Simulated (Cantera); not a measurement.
Feed: 1 mol FeCl2, 8.5 mol H2O, 1.3 mol N2, held at 527 °C and 4.80 Pa.

Equilibrium computed with Cantera from the NASA thermochemical tables; the gas is ideal and each condensed phase is pure. Candidate condensed phases: Fe, FeCl2, FeCl3, FeO, Fe(OH)2, Fe(OH)3, Fe2O3, Fe3O4, H2O, NH4Cl; 37 gas species. Condensed phases not in the tables: FeOCl. Equilibrium is a limit: real reactors are often held back by kinetics, nucleation or transport.

Base state: H2O 0.664, HCl 0.185, N2 0.120, H2 0.0308, FeCl2 0.000132 (mole fractions); condensed: Fe3O4(s).

Task: What changes in the equilibrium state with this change: pressure from 4.80 Pa to 1.00 bar?

Result: 
```
species          before    after
-------------  --------  -------
H2O               0.664    0.688
HCl               0.185    0.163
N2                0.120    0.122
H2               0.0308   0.0272
FeCl2          0.000132  9.39e-5
Fe3O4(s), mol     0.333    0.291
FeCl2(s), mol         0    0.127
```

Task: What changes in the equilibrium state with this change: temperature from 527 °C to 1877 °C?

Result: 
| species | before | after |
|---|---|---|
| H2O | 0.664 | 0.237 |
| H | <1e-9 | 0.203 |
| H2 | 0.0308 | 0.111 |
| HCl | 0.185 | 0.0505 |
| O | <1e-9 | 0.0723 |
| Cl | <1e-9 | 0.0676 |
| O2 | <1e-9 | 0.0658 |
| OH | <1e-9 | 0.0561 |
| Fe | <1e-9 | 0.0557 |
| N2 | 0.120 | 0.0759 |
| FeO | <1e-9 | 0.00333 |
| NO | <1e-9 | 0.00195 |
| FeCl | <1e-9 | 1.56e-5 |
| FeCl2 | 0.000132 | 4.72e-5 |
| Fe3O4(s), mol | 0.333 | 0 |

Task: What changes in the equilibrium state with this change: temperature from 527 °C to 1652 °C?

Result: 
```tsv
species	before	after
H2O	0.664	0.511
HCl	0.185	0.0998
N2	0.120	0.0984
Fe	<1e-9	0.0623
O2	<1e-9	0.0441
Cl	<1e-9	0.0437
H	<1e-9	0.0327
OH	<1e-9	0.0257
O	<1e-9	0.0111
H2	0.0308	0.0563
FeO	<1e-9	0.00936
NO	<1e-9	0.00100
FeCl	<1e-9	7.76e-5
Fe(OH)2	<1e-9	5.48e-5
Fe3O4(s), mol	0.333	0
```
